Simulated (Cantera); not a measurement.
# Transport properties of process gases

Gas mixture: NH3 : C2H2 = 0.86 : 0.76 (molar parts), at 0.00405 atm, frozen composition.

Cantera's kinetic-theory transport with the Lennard-Jones parameters of GRI-Mech 3.0, ideal gas; thermal conductivity in the mixture-averaged form. Polar gases are described roughly by these parameters. The composition is frozen, though it would react at the higher temperatures.

```
T (K)  ρ (kg/m³)  cp (J/kg/K)  μ (µPa s)  λ (mW/m/K)     Pr  D (cm²/s) CH4  D (cm²/s) O  D (cm²/s) NH3
-----  ---------  -----------  ---------  ----------  -----  -------------  -----------  -------------
400      0.00262         2075       13.8        40.0  0.715           84.1          125           72.0
550      0.00191         2338       18.4        60.2  0.715            151          220            132
700      0.00150         2554       22.7        81.3  0.712            231          334            207
850      0.00123         2739       26.6         103  0.708            325          465            294
1000     0.00105         2911       30.2         124  0.708            430          612            392
1150    0.000911         3059       33.7         146  0.707            546          775            501
```
D: mixture-averaged diffusion coefficient of that species in the mixture.
